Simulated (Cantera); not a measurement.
Cantera run:

```python
import numpy as np
import cantera as ct

gas_names = [...]  # 109 gases of nasa_gas.yaml made of C, Cl, H, Si
cond_names = """
    C(gr) C6H6(L) C7H8(L) C8H18(L),n-octa Si(cr) Si(L) SiC(b)
""".split()


# ... load() reads the species with a 1 bar reference pressure and builds the phases ...
atoms = {
    'CH3Cl': {'C': 1, 'H': 3, 'CL': 1},
    'Si': {'Si': 1},
}
top_T = {'C(gr)': 4500, 'SiC(b)': 3050}  # K; cautious upper limits of use, not melting points


# ... equilibrate(T, P, feed) seeds the gas with the atoms and calls Mixture.equilibrate('TP', solver="vcs", rtol=1e-11, max_steps=5000) ...
results = []
feed = {'CH3Cl': 1, 'Si': 0.09}  # mol
P = 3200  # Pa
for T in [1673, 1773, 1873, 1973, 2073, 2173, 2273]:
    mix = equilibrate(T, P, feed)
    results.append((T, P, feed, dict(zip(mix.species_names, mix.species_moles))))
    x = sorted(zip(gas.X, gas.species_names), reverse=True)
    print(f"T = {T:g} K  P = {P:g} Pa  gas = {mix.phase_moles(0):.4g} mol")
    print("   x: " + "  ".join(f"{s} {v:.3e}" for v, s in x if v > 0.0001))
    print("   condensed (mol): " + ("  ".join(f"{mix.phase(i).name} {mix.phase_moles(i):.4g}"
          for i in range(1, mix.n_phases) if mix.phase_moles(i) > 1e-12) or "none"))
```

It prints:

```
T = 1673 K  P = 3200 Pa  gas = 1.998 mol
   x: H2 5.233e-01  HCL 4.544e-01  SiCL2 1.900e-02  SiCL3 1.968e-03  H 4.605e-04  SiCL4 4.255e-04  CL 3.123e-04
   condensed (mol): C(gr) 0.9528  SiC(b) 0.04708
T = 1773 K  P = 3200 Pa  gas = 2 mol
   x: H2 5.279e-01  HCL 4.430e-01  SiCL2 2.538e-02  SiCL3 1.576e-03  H 1.155e-03  CL 7.452e-04  SiCL4 1.663e-04
   condensed (mol): C(gr) 0.9641  SiC(b) 0.03563
T = 1873 K  P = 3200 Pa  gas = 2.003 mol
   x: H2 5.328e-01  HCL 4.292e-01  SiCL2 3.215e-02  H 2.634e-03  CL 1.607e-03  SiCL3 1.255e-03  C2H2,acetylene 1.663e-04
   condensed (mol): C(gr) 0.9766  SiC(b) 0.02276
T = 1973 K  P = 3200 Pa  gas = 2.008 mol
   x: H2 5.372e-01  HCL 4.135e-01  SiCL2 3.900e-02  H 5.528e-03  CL 3.181e-03  SiCL3 9.961e-04  C2H2,acetylene 3.441e-04  SiCL 1.672e-04
   condensed (mol): C(gr) 0.9895  SiC(b) 0.009137
T = 2073 K  P = 3200 Pa  gas = 2.017 mol
   x: H2 5.373e-01  HCL 4.008e-01  SiCL2 4.317e-02  H 1.078e-02  CL 5.934e-03  SiCL3 7.574e-04  C2H2,acetylene 6.584e-04  SiCL 4.225e-04  Si 2.041e-04
   condensed (mol): C(gr) 0.9973
T = 2173 K  P = 3200 Pa  gas = 2.033 mol
   x: H2 5.296e-01  HCL 3.946e-01  SiCL2 4.208e-02  H 1.963e-02  CL 1.067e-02  C2H2,acetylene 1.169e-03  SiCL 8.536e-04  Si 6.380e-04  SiCL3 5.367e-04
   condensed (mol): C(gr) 0.9949
T = 2273 K  P = 3200 Pa  gas = 2.059 mol
   x: H2 5.168e-01  HCL 3.857e-01  SiCL2 3.954e-02  H 3.376e-02  CL 1.819e-02  C2H2,acetylene 1.948e-03  Si 1.747e-03  SiCL 1.563e-03  SiCL3 3.764e-04  SiC2 2.194e-04
   condensed (mol): C(gr) 0.9908
```

Cantera equilibrium calculation (NASA polynomials, part measured and part estimated; ideal gas, pure solids and liquids). The tables' values for SiCl3, SiCl are old estimates; treat these amounts as uncertain. Gases not in the tables: Si2H6 and higher silanes.
